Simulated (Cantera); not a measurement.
An isothermal, constant-pressure homogeneous reactor starts with N2O : H2O = 1 : 0.017 (molar parts), at 1073 K and 0.132 atm. Integrator tolerance rtol = 1e-08.

Cantera simulation using GRI-Mech 3.0 (53 species, 325 reactions); the numbers are that mechanism's predictions, not measurements. GRI-Mech 3.0 was tuned for natural gas; its chemistry of N2O as a main component is partial and can be far from experiment. The mechanism lacks the step 2 NO + O2 → 2 NO2, which can matter for NO2 below about 1400 K. The temperature is held fixed by assumption; the heat of reaction is taken as removed at once.

Question: What does this change do: pressure from 0.132 atm to 0.987 atm?

Answer: 
| quantity | before | after |
|---|---|---|
| x(N2O) at 200 s | 0.237 (gas-phase equilibrium 1.95e-9) | 0.00398 (gas-phase equilibrium 5.35e-9) |
| x(H2O) at 200 s | 0.0125 (gas-phase equilibrium 0.0112) | 0.0112 (gas-phase equilibrium 0.0112) |
| x(N2) at 200 s | 0.488 (gas-phase equilibrium 0.659) | 0.645 (gas-phase equilibrium 0.659) |
| x(H) at 200 s | 8.87e-11 (gas-phase equilibrium <1e-12) | <1e-12 (gas-phase equilibrium <1e-12) |
| x(HO2) at 200 s | 3.68e-9 (gas-phase equilibrium 7.84e-10) | 1.40e-9 (gas-phase equilibrium 1.30e-9) |
